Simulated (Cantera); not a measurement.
A closed system holds: 1 mol Fe(CO)5, 0.016 mol O2, 0.16 mol H2, equilibrated at 1023 K and 0.00250 bar.

Cantera equilibrium calculation (NASA polynomials, part measured and part estimated; ideal gas, pure solids and liquids). Candidate condensed phases: C, C6H6, C7H8, C8H18, Fe, Fe(CO)5, FeO, Fe(OH)2, Fe(OH)3, Fe2O3, Fe3O4, H2O; 114 gas species. The numbers say what is thermodynamically allowed, not how fast it happens.

Base state: CO 0.963, H2 0.0309, CO2 0.00605, H2O 0.000148 (mole fractions); condensed: Fe(α).

Q: What changes in the equilibrium state with this change: H2 from 0.16 to 95 mol?

A: 
```tsv
species	before	after
H2	0.0309	0.950
CO	0.963	0.0500
H2O	0.000148	0.000316
CO2	0.00605	2.17e-5
CH4	2.45e-8	1.74e-5
Fe(α), mol	1.00	1.00
```
